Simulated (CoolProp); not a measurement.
Vapour-liquid equilibrium of hydrogen sulfide (1) + propane (2) at 1.45 MPa; x and y are mole fractions of (1).

Model: multi-fluid Helmholtz-energy mixture model, Lemmon 2006 and Lemmon 2009; pair parameters Kunz 2012, in CoolProp.

Problem. Give the bubble temperature and the first vapour's composition at x = 0.05, 0.275, 0.8. Is there an azeotrope?

Solution. x = 0.05: 36.7 °C, y = 0.137; x = 0.275: 20.5 °C, y = 0.500; x = 0.8: 10.6 °C, y = 0.814. y crosses x between x = 0.8 and 0.875: the model has an azeotrope there.

The pair parameters rest on a limited set of measurements; away from them the model extrapolates.
